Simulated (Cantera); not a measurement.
A freely propagating, adiabatic, planar premixed flame of H2 : O2 : N2 = 1 : 0.312 : 1.17 (molar parts), equivalence ratio 1.6, unburnt at 323 K and 90.0 Torr; mixture-averaged transport, grid criteria slope 0.08 and curve 0.16, no radiation.

Detailed kinetics in Cantera: the H2/O2 subset of GRI-Mech 3.0, which has no nitrogen chemistry. Burning velocities carry a grid error of a few per cent, more on coarse grids.

Q: What does this change do: H2 1 to 0.79 parts?

A: 
| quantity | before | after |
|---|---|---|
| laminar burning velocity | 268 cm/s | 251 cm/s |
| thermal thickness | 5.90 mm | 6.05 mm |
| peak x(OH) | 0.00715 | 0.0122 |
| peak x(HO2) | 0.000120 | 0.000125 |
| peak x(O) | 0.00609 | 0.00917 |
| peak x(H) | 0.113 | 0.0980 |

Q: What does this change do: N2 1.17 to 1.5 parts?

A: 
```
quantity                    before     after
------------------------  --------  --------
laminar burning velocity  268 cm/s  218 cm/s
thermal thickness          5.90 mm   6.04 mm
peak x(OH)                 0.00715   0.00447
peak x(HO2)               0.000120  0.000104
peak x(O)                  0.00609   0.00460
peak x(H)                    0.113    0.0927
```
